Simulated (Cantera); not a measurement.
Charge: 1 mol SiC, 0.2 mol O₂, 1 mol H₂, equilibrated at 750 Torr.

Method: chemical equilibrium by Gibbs-energy minimisation in Cantera with the NASA 1993 tables (ideal gas, pure condensed phases). Candidate condensed phases: C, C₆H₆, C₇H₈, C₈H₁₈, H₂O, Si, SiC, SiO₂; 123 gas species. Mutual solubility and eutectic melting of coexisting phases are not modelled. The tables hold silica as quartz up to 1696 K and as liquid above; real silica turns to tridymite and cristobalite and melts near 1996 K. Rates play no part.

Over these rows the condensed part is C(graphite) + SiC(s) + SiO₂(β-quartz). Partial pressures as log10 of bar:

```
T (K)  1000/T (1/K)  log p H₂O  log p H₂  log p CH₄
-----  ------------  ---------  --------  ---------
975          1.0256      -7.58     -0.05      -0.99
1075         0.9302      -6.71     -0.02      -1.38
1175         0.8511      -6.01     -0.01      -1.73
1275         0.7843      -5.43      0.00      -2.04
1375         0.7273          ?      0.00      -2.31
1475         0.6780      -4.52     -0.01      -2.55
```

**Question.** Fit log p(H₂O) = a + b·(1000/T) to the five rows, give the apparent enthalpy, and predict the row at 1375 K.

**Answer.** Means: 1000/T = 0.8538, log p = -6.050. Sxy = -0.625450, Sxx = 0.0710954, so b = -8.80 and a = -6.050 − (-8.80)×0.8538 = 1.46.
Apparent enthalpy: −19.145 × (-8.80) = 168 kJ/mol. With the condensed phases at unit activity, 1/2 C(graphite) + 1/2 SiO₂(β-quartz) + H₂(g) = H₂O(g) + 1/2 SiC(s) links this pressure to the main gases: over the six rows their terms move log p by +0.04 in all, so the slope is close to that reaction's ΔH°. The five rows lie within 0.02 of the line.
Prediction at 1375 K: 1.46 + (-8.80)×0.7273 = -4.94. The computed value is -4.94, 0.00 from the line.
